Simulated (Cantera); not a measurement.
What does this Cantera script print?

```python
import numpy as np
import cantera as ct

gas_names = [...]  # 136 gases of nasa_gas.yaml made of C, H, N, O
cond_names = """
    C(gr) C6H6(L) C7H8(L) C8H18(L),n-octa H2O(s) H2O(L)
""".split()


# ... load() reads the species with a 1 bar reference pressure and builds the phases ...
atoms = {
    'C2H5OH': {'C': 2, 'H': 6, 'O': 1},
    'H2': {'H': 2},
    'N2': {'N': 2},
}
top_T = {'C(gr)': 4500}  # K; cautious upper limits of use, not melting points


# ... equilibrate(T, P, feed) seeds the gas with the atoms and calls Mixture.equilibrate('TP', solver="vcs", rtol=1e-11, max_steps=5000) ...
results = []
feed = {'C2H5OH': 1, 'H2': 7.8, 'N2': 2.1}  # mol
P = 110  # Pa
for T in [1748, 1848, 1948, 2048, 2148, 2248, 2348, 2448, 2548, 2648, 2748]:
    mix = equilibrate(T, P, feed)
    results.append((T, P, feed, dict(zip(mix.species_names, mix.species_moles))))
    x = sorted(zip(gas.X, gas.species_names), reverse=True)
    print(f"T = {T:g} K  P = {P:g} Pa  gas = {mix.phase_moles(0):.4g} mol")
    print("   x: " + "  ".join(f"{s} {v:.3e}" for v, s in x if v > 1e-06))
    print("   condensed (mol): " + ("  ".join(f"{mix.phase(i).name} {mix.phase_moles(i):.4g}"
          for i in range(1, mix.n_phases) if mix.phase_moles(i) > 1e-12) or "none"))
```

Output:

```
T = 1748 K  P = 110 Pa  gas = 13.94 mol
   x: H2 7.707e-01  N2 1.498e-01  CO 7.172e-02  H 6.048e-03  HCN 1.607e-03  C2H2,acetylene 8.702e-05  HNC 5.406e-05
   condensed (mol): C(gr) 0.9744
T = 1848 K  P = 110 Pa  gas = 14 mol
   x: H2 7.630e-01  N2 1.487e-01  CO 7.144e-02  H 1.396e-02  HCN 2.597e-03  C2H2,acetylene 1.965e-04  HNC 1.095e-04
   condensed (mol): C(gr) 0.9566
T = 1948 K  P = 110 Pa  gas = 14.11 mol
   x: H2 7.483e-01  N2 1.468e-01  CO 7.088e-02  H 2.947e-02  HCN 3.960e-03  C2H2,acetylene 4.033e-04  HNC 2.043e-04  CN 3.248e-06
   condensed (mol): C(gr) 0.9298
T = 2048 K  P = 110 Pa  gas = 14.31 mol
   x: H2 7.222e-01  N2 1.437e-01  CO 6.988e-02  H 5.738e-02  HCN 5.713e-03  C2H2,acetylene 7.571e-04  HNC 3.534e-04  CN 1.190e-05  C2H 1.321e-06
   condensed (mol): C(gr) 0.8913
T = 2148 K  P = 110 Pa  gas = 14.66 mol
   x: H2 6.794e-01  N2 1.391e-01  H 1.036e-01  CO 6.821e-02  HCN 7.792e-03  C2H2,acetylene 1.301e-03  HNC 5.684e-04  CN 3.830e-05  C2H 5.924e-06  C4H2 1.012e-06
   condensed (mol): C(gr) 0.8384
T = 2248 K  P = 110 Pa  gas = 15.22 mol
   x: H2 6.151e-01  H 1.737e-01  N2 1.325e-01  CO 6.569e-02  HCN 1.002e-02  C2H2,acetylene 2.038e-03  HNC 8.488e-04  CN 1.099e-04  C2H 2.271e-05  C3 5.683e-06  C 3.201e-06  C4H2 2.756e-06  C2N2 1.913e-06
   condensed (mol): C(gr) 0.7696
T = 2348 K  P = 110 Pa  gas = 16.08 mol
   x: H2 5.271e-01  H 2.703e-01  N2 1.239e-01  CO 6.220e-02  HCN 1.207e-02  C2H2,acetylene 2.880e-03  HNC 1.172e-03  CN 2.848e-04  C2H 7.515e-05  C3 3.623e-05  C 1.634e-05  C4H2 6.461e-06  C2N2 3.642e-06  C2 3.246e-06  C2H2,vinylidene 1.296e-06
   condensed (mol): C(gr) 0.6848
T = 2448 K  P = 110 Pa  gas = 17.27 mol
   x: H2 4.197e-01  H 3.888e-01  N2 1.137e-01  CO 5.790e-02  HCN 1.355e-02  C2H2,acetylene 3.629e-03  HNC 1.492e-03  CN 6.741e-04  C2H 2.157e-04  C3 1.977e-04  C 7.290e-05  C2 1.804e-05  C4H2 1.294e-05  C2N2 6.422e-06  C2H2,vinylidene 2.363e-06  CH 2.151e-06  N 1.817e-06  CH2 1.008e-06
   condensed (mol): C(gr) 0.5824
T = 2548 K  P = 110 Pa  gas = 18.78 mol
   x: H 5.152e-01  H2 3.052e-01  N2 1.031e-01  CO 5.324e-02  HCN 1.413e-02  C2H2,acetylene 4.026e-03  HNC 1.747e-03  CN 1.476e-03  C3 9.398e-04  C2H 5.392e-04  C 2.890e-04  C2 8.739e-05  C4H2 2.197e-05  C2N2 1.062e-05  CH 5.728e-06  N 4.378e-06  C2H2,vinylidene 3.679e-06  C5 3.434e-06  CH2 1.516e-06
   condensed (mol): C(gr) 0.4382
T = 2648 K  P = 110 Pa  gas = 20.49 mol
   x: H 6.282e-01  H2 2.007e-01  N2 9.315e-02  CO 4.881e-02  HCN 1.373e-02  C3 3.957e-03  C2H2,acetylene 3.909e-03  CN 3.025e-03  HNC 1.887e-03  C2H 1.180e-03  C 1.032e-03  C2 3.751e-04  C4H2 3.159e-05  C5 2.164e-05  C2N2 1.672e-05  CH 1.330e-05  N 9.817e-06  C2H2,vinylidene 4.883e-06  C4 4.316e-06  CNC 1.982e-06  CH2 1.950e-06
   condensed (mol): C(gr) 0.1233
T = 2748 K  P = 110 Pa  gas = 22.09 mol
   x: H 7.165e-01  H2 1.225e-01  N2 8.725e-02  CO 4.527e-02  HCN 9.629e-03  C3 6.283e-03  CN 4.470e-03  C 2.513e-03  C2H2,acetylene 1.920e-03  HNC 1.461e-03  C2H 1.298e-03  C2 8.107e-04  C5 2.804e-05  N 2.107e-05  CH 2.062e-05  C2N2 1.470e-05  C4H2 1.252e-05  C4 7.277e-06  CNC 3.298e-06  C2H2,vinylidene 3.200e-06  CH2 1.658e-06
   condensed (mol): none
```

Cantera equilibrium calculation (NASA polynomials, part measured and part estimated; ideal gas, pure solids and liquids).
